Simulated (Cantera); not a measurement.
An isothermal, constant-pressure homogeneous reactor starts with 33.3 % CH4, 66.7 % N2, at 1725 K and 0.987 atm.

Computed with Cantera and GRI-Mech 3.0 (53 species, 325 reactions). GRI-Mech 3.0 stops at C3 and has no aromatics, soot or wall deposition, so with more carbon than oxygen in the feed, carbon stays in small species such as C2H2 where larger ones or solid carbon would form.

Q: Predict: x(CH4) at 300 s; x(HCN) at 300 s; x(C2H4) at 300 s; x(C2H6) at 300 s; x(H) at 300 s; x(CH2) at 300 s; x(C2H2) at 300 s.

A: 
```
Item                                                 Result
----------------  -----------------------------------------
x(CH4) at 300 s     0.00789 (gas-phase equilibrium 0.00607)
x(HCN) at 300 s      0.000250 (gas-phase equilibrium 0.104)
x(C2H4) at 300 s    0.00175 (gas-phase equilibrium 0.00102)
x(C2H6) at 300 s    1.25e-6 (gas-phase equilibrium 7.34e-7)
x(H) at 300 s     0.000113 (gas-phase equilibrium 0.000113)
x(CH2) at 300 s     1.62e-8 (gas-phase equilibrium 1.24e-8)
x(C2H2) at 300 s       0.120 (gas-phase equilibrium 0.0697)
```
